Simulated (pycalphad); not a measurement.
Source of the numbers: pycalphad with the COST 507 light-alloy database (1999); pressure 1 atm. No gas phase is included, though pure Mg would boil below 1377 °C. These are 1990s assessments: newer ones move some temperatures and phases. Diffusion is slow at the low end, where real alloys seldom reach equilibrium.

Question: How does the equilibrium phase assembly of Al-9.35Si-0.27Mg (at.%) change on cooling from 1377 °C to 97 °C?

Answer: 
```tsv
T (°C)	phases above	phases below
597.0	LIQUID	FCC_A1 + LIQUID
575.7	FCC_A1 + LIQUID	DIAMOND_A4 + FCC_A1 + LIQUID
569.3	DIAMOND_A4 + FCC_A1 + LIQUID	DIAMOND_A4 + FCC_A1
459.1	DIAMOND_A4 + FCC_A1	DIAMOND_A4 + FCC_A1 + MG2SI
```
Changes were sought between steps of 40 K, so a narrower field can be missed.

Database names, with the compositions (at.%) that they take in these runs: MG2SI: Mg 67 Si 33. FCC_A1 is fcc; DIAMOND_A4 is diamond (Si).
